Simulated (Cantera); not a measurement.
Input: 1 mol SiH4, 0.97 mol CH4, 5.4 mol H2, at 1350 °C and 1.00 bar.

Method: chemical equilibrium by Gibbs-energy minimisation in Cantera with the NASA 1993 tables (ideal gas, pure condensed phases). Candidate condensed phases: C, C6H6, C7H8, C8H18, Si, SiC; 87 gas species. Mutual solubility and eutectic melting of coexisting phases are not modelled. The numbers say what is thermodynamically allowed, not how fast it happens.

Base state: H2 1.000, H 6.91e-5, CH4 1.68e-5 (mole fractions); condensed: Si(s) + SiC(s).

Problem. What changes in the equilibrium state with this change: SiH4 replaced by SiCl4?

Solution. 
```tsv
species	before	after
H2	1.000	0.609
HCl	0	0.368
SiCl2	0	0.00886
SiCl4	0	0.00666
SiCl3	0	0.00503
SiHCl3	0	0.00170
Si(s), mol	0.0301	0
SiC(s), mol	0.970	0.794
C(graphite), mol	0	0.171
```
The tables' values for SiCl3 are old estimates; treat these amounts as uncertain.
